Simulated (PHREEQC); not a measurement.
# Leach liquor: an equilibrium model

Consider water at 20 °C with 0.031 mol/kgw H2SO4, 9.6e-05 mol/kgw Al2(SO4)3 and 0.15 mol/kgw Fe2(SO4)3. Closed to the air; pH follows from the charge balance.

Equilibrium calculation in PHREEQC: ion-association model, phreeqc.dat.

This is a speciation only: nothing precipitates in the calculation.

**Question.** Predict the pH, activity of water.

**Answer.** pH 1.88; activity of water 0.993.

**Question.** In which forms is S present?

**Answer.** FeSO4+ 41 %, Fe(SO4)2- 32 %, SO4-2 17 %, HSO4- 6.2 %, FeHSO4+2 3.5 % of the S.

The solution is supersaturated, for example in Hematite (slow to form), Goethite (slow to form), so a real one may precipitate; this is no full list.
